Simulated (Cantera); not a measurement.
An isothermal, constant-pressure homogeneous reactor starts with H2 : O2 : N2 = 0.28 : 1 : 4.2 (molar parts), at 1250 K and 0.00150 bar.

Computed with Cantera and the H2/O2 subset of GRI-Mech 3.0, which has no nitrogen chemistry. Radical loss at walls, strong at low pressure, is not modelled. The temperature is held fixed by assumption; the heat of reaction is taken as removed at once.

x: mole fraction; the columns are a selection and need not sum to one.

| t (s) | x H2 | x O2 | x H2O2 | x H | x OH | x O |
|---|---|---|---|---|---|---|
| 2.00e-5 | 0.0511 | 0.182 | <1e-12 | 4.75e-11 | <1e-12 | <1e-12 |
| 0.000104 | 0.0511 | 0.182 | <1e-12 | 2.42e-10 | 7.49e-12 | 7.70e-12 |
| 0.000545 | 0.0511 | 0.182 | <1e-12 | 1.18e-9 | 1.60e-10 | 1.83e-10 |
| 0.00284 | 0.0511 | 0.182 | 6.73e-12 | 8.14e-9 | (withheld) | 3.99e-9 |
| 0.0148 | 0.0511 | 0.182 | 1.71e-10 | 2.71e-6 | (withheld) | 1.67e-6 |
| 0.0775 | 0.00252 | 0.152 | 4.81e-9 | 0.0179 | 0.00283 | 0.0200 |
| 0.404 | 0.00245 | 0.152 | 4.88e-9 | 0.0170 | 0.00279 | 0.0193 |
| 2.11 | 0.00214 | 0.154 | 5.27e-9 | 0.0131 | 0.00262 | 0.0159 |
| 11.0 | 0.000990 | 0.158 | 6.01e-9 | 0.00357 | (withheld) | 0.00646 |
| 57.5 | 7.25e-5 | 0.161 | 2.85e-9 | 6.65e-5 | (withheld) | 0.000448 |
| 300 | 3.32e-6 | 0.161 | 4.29e-10 | 6.48e-7 | (withheld) | 2.04e-5 |

### Question
Complete the blanks.

### Answer

- 0.00284, x OH: 2.75e-9
- 0.0148, x OH: 1.07e-6
- 11.0, x OH: 0.00181
- 57.5, x OH: 0.000493
- 300, x OH: 0.000106
